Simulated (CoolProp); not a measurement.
Model: reference Helmholtz-energy equation of state, Zhou 2016, in CoolProp.

**Question.** For R245ca, give the phase and the Joule-Thomson coefficient (K/MPa) at 361.6 K and 0.31 MPa; 409.1 K and 0.147 MPa.

**Answer.** 
- 361.6 K and 0.31 MPa: gas; Joule-Thomson coefficient 15.9
- 409.1 K and 0.147 MPa: gas; Joule-Thomson coefficient 10.0
